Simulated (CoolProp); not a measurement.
Vapour-liquid equilibrium of R125 (1) + cyclopropane (2) at 34.95 °C; x and y are mole fractions of (1).

Model: multi-fluid Helmholtz-energy mixture model, Lemmon 2005 and Polt 1992; pair parameters Bell 2016, in CoolProp. This equation is an older, rougher fit; its heat capacities, sound speeds and derivatives of the liquid may be far off and weren't checked against measurements.

```
x      bubble pressure, mixture model (bar)  bubble pressure, Raoult's law (bar)  y, mixture model  y, Raoult's law
-----  ------------------------------------  -----------------------------------  ----------------  ---------------
0.05                                  11.08                                9.810             0.168            0.091
0.125                                 13.02                                10.44             0.315            0.213
0.2                                       …                                11.07             0.405            0.321
0.275                                 15.46                                11.69             0.469            0.418
0.35                                  16.24                                12.32             0.518            0.505
0.425                                     …                                12.95                 …            0.583
0.5                                   17.36                                13.58                 …            0.654
0.575                                 17.77                                14.20             0.646            0.719
0.65                                  18.07                                14.83                 …            0.778
0.725                                 18.27                                15.46                 …            0.833
0.8                                   18.35                                16.09             0.800            0.883
0.875                                 18.27                                16.71             0.866            0.930
0.95                                  18.03                                17.34                 …            0.973
```

Fill in the missing entries.


- 0.2, bubble pressure, mixture model (bar): 14.43
- 0.425, bubble pressure, mixture model (bar): 16.86
- 0.425, y, mixture model: 0.562
- 0.5, y, mixture model: 0.603
- 0.65, y, mixture model: 0.692
- 0.725, y, mixture model: 0.743
- 0.95, y, mixture model: 0.942

The largest gap from Raoult's law is +32.2 % in bubble pressure, at x = 0.275. y crosses x between x = 0.8 and 0.875: the model has an azeotrope there.

Pair parameters are fitted to limited data, so mixtures are less certain than the pure fluids.
